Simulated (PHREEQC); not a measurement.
1.5 g of hydrous ferric oxide (600 m²/g; 0.2 weak and 0.005 strong sites per Fe, Dzombak-Morel constants, diffuse double layer) in 1 kg of water with 0.01 mol/kgw of an inert sodium salt and 0.01 mol H3BO3 and 2.9e-05 mol BaCl2, at 25 °C; the pH is set by adding NaOH or the inert anion's acid. Oxygen alone is held at its pressure in air (log pO2 = -0.68). No CO2 enters from the air. No solid was allowed to form.

Equilibrium calculation in PHREEQC: ion-association model, wateq4f.dat.

Problem. Predict Ba sorbed (%), surface charge σ (C/m²), surface potential ψ (mV) at pH = 7, 7.38, 8.5.

Solution. 
```json
[
 {"pH": "7", "Ba sorbed (%)": "9.7", "surface charge σ (C/m²)": "0.017", "surface potential ψ (mV)": "61"},
 {"pH": "7.38", "Ba sorbed (%)": "31.9", "surface charge σ (C/m²)": "0.010", "surface potential ψ (mV)": "41"},
 {"pH": "8.5", "Ba sorbed (%)": "97.4", "surface charge σ (C/m²)": "-0.005", "surface potential ψ (mV)": "-20"}
]
```

Species that the database lacks are ignored.
